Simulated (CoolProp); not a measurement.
Vapour-liquid equilibrium of hydrogen sulfide (1) + toluene (2) at 245 kPa; x and y are mole fractions of (1).

Model: multi-fluid Helmholtz-energy mixture model, Lemmon 2006 and Lemmon 2006; pair parameters Bell 2016, in CoolProp.

Task: Give the bubble temperature and the first vapour's composition at x = 0.05, 0.725, 0.875. Is there an azeotrope?

Result: x = 0.05: 342.1 K, y = 0.892; x = 0.725: 241.4 K, y = 1.000; x = 0.875: 235.7 K, y = 1.000. No azeotrope shows between x = 0.05 and 0.95.

The pair parameters rest on a limited set of measurements; away from them the model extrapolates.
